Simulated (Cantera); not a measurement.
Feed: 1 mol Al(CH3)3, 92 mol NH3, 17 mol H2, equilibrated at 850 K and 0.760 bar.

Method: chemical equilibrium by Gibbs-energy minimisation in Cantera with the NASA 1993 tables (ideal gas, pure condensed phases). Candidate condensed phases: Al, AlN, C, C6H6, C7H8, C8H18; 97 gas species. The feed counts by its element totals alone. The numbers say what is thermodynamically allowed, not how fast it happens.

Base state: H2 0.760, N2 0.225, CH4 0.0149, NH3 0.000443 (mole fractions); condensed: AlN(s).

What changes in the equilibrium state with this change: temperature from 850 K to 1373 K?


| species | before | after |
|---|---|---|
| H2 | 0.760 | 0.775 |
| N2 | 0.225 | 0.222 |
| CH4 | 0.0149 | 0.00230 |
| HCN | 6.89e-9 | 0.000165 |
| NH3 | 0.000443 | 2.30e-5 |
| AlN(s), mol | 1.00 | 1.00 |
| C(graphite), mol | 0 | 2.49 |
